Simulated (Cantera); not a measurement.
What does this Cantera script print?

```python
import numpy as np
import cantera as ct

gas_names = """
    C CN CO CO2 C2 CCN CNC C2N2 C2O C3 C3O2 C4 C4N2 C5 N NCO NO NO2 NO3 N2 N2O O O2 O3 Pb PbO Pb2
""".split()
cond_names = """
    C(gr) Pb(cr) Pb(L) PbO(rd) PbO(yw) PbO(L) PbO2(s) Pb3O4(s)
""".split()


# ... load() reads the species with a 1 bar reference pressure and builds the phases ...
atoms = {
    'Pb': {'Pb': 1},
    'CO': {'C': 1, 'O': 1},
    'N2': {'N': 2},
}
top_T = {'C(gr)': 4500, 'Pb3O4(s)': 820}  # K; cautious upper limits of use, not melting points


# ... equilibrate(T, P, feed) seeds the gas with the atoms and calls Mixture.equilibrate('TP', solver="vcs", rtol=1e-11, max_steps=5000) ...
results = []
feed = {'Pb': 1, 'CO': 0.13, 'N2': 1.2}  # mol
P = 4700  # Pa
for T in [800, 900, 1000, 1100, 1200, 1300, 1400, 1500, 1600]:
    mix = equilibrate(T, P, feed)
    results.append((T, P, feed, dict(zip(mix.species_names, mix.species_moles))))

top = {s: max(r[3][s] / sum(r[3][g] for g in gas_names) for r in results) for s in gas_names}
cols = sorted((s for s in top if top[s] > 1e-06), key=lambda s: -top[s])[:6]
seen = [c for c in cond_names if any(r[3].get(c, 0) > 1e-12 for r in results)]
print("log10 of partial pressures in bar; condensed amounts in mol")
print(f"{'T/K':>10s}" + "".join(f"{s[:9]:>10s}" for s in cols + seen))
for T, P, feed, n in results:
    ng = sum(n[g] for g in gas_names)
    print(f"{T:10.4g}" + "".join(f"{np.log10(max(n[s] / ng * P / 1e5, 1e-99)):10.3f}" for s in cols)
          + "".join(f"{n.get(c, 0):10.4g}" for c in seen))
```

Output:

```
log10 of partial pressures in bar; condensed amounts in mol
       T/K        N2        Pb        CO       CO2       Pb2     C(gr)     Pb(L)
       800    -1.365    -7.212    -2.530    -3.065   -14.353   0.02395         1
       900    -1.372    -5.864    -2.358    -3.968   -12.090  0.003037         1
      1000    -1.373    -4.791    -2.340    -4.926   -10.292 0.0003353    0.9995
      1100    -1.374    -3.917    -2.339    -5.733    -8.831 5.249e-05    0.9966
      1200    -1.379    -3.192    -2.344    -6.411    -7.620 1.113e-05    0.9815
      1300    -1.398    -2.581    -2.363    -7.012    -6.602 2.916e-06    0.9213
      1400    -1.462    -2.060    -2.427    -7.619    -5.735  8.34e-07    0.6971
      1500    -1.616    -1.695    -2.581    -8.341    -5.159  2.19e-07         0
      1600    -1.616    -1.695    -2.581    -8.699    -5.293 5.469e-08         0
```

Method: chemical equilibrium by Gibbs-energy minimisation in Cantera with the NASA 1993 tables (ideal gas, pure condensed phases).
